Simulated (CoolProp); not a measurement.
Vapour-liquid equilibrium of CH2F2 (R32) (1) + R1234ze(E) (2) at 0.0492 MPa; x and y are mole fractions of (1).

Values from CoolProp's multi-fluid Helmholtz-energy mixture model, Tillner-Roth 1997 and Thol 2016; pair parameters Bell 2023.

Problem. Give the bubble temperature and the first vapour's composition at x = 0.05, 0.2, 0.8. Is there an azeotrope?

Solution. x = 0.05: -38.9 °C, y = 0.242; x = 0.2: -48.2 °C, y = 0.611; x = 0.8: -62.2 °C, y = 0.946. No azeotrope shows between x = 0.05 and 0.95.

The pair parameters rest on a limited set of measurements; away from them the model extrapolates.
